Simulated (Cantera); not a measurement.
Input: 1 mol Ta, 0.4 mol O2, 20 mol H2, equilibrated at 13300 Pa.

Cantera equilibrium calculation (NASA polynomials, part measured and part estimated; ideal gas, pure solids and liquids). Candidate condensed phases: H2O, Ta, Ta2O5; 12 gas species. Mutual solubility and eutectic melting of coexisting phases are not modelled. Condensed phases not in the tables: N, O or C dissolved in the metal. Rates play no part.

Q: At 1773 K, list the 3 most abundant gas species with their mole fractions, and the condensed phases.

A: H2 0.999, H 0.000779, H2O 0.000592. Condensed: Ta(s) + Ta2O5(s).
